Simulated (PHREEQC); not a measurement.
Dissolve 2.2 mol/kgw LiBr and 0.065 mol/kgw SrCl2 at 20 °C. Closed to the air; pH follows from the charge balance.

All values are PHREEQC results (Pitzer model, pitzer.dat), not measurements.

Precipitation was switched off in this run.

Question: Estimate the activity of water.

Answer: activity of water 0.902.
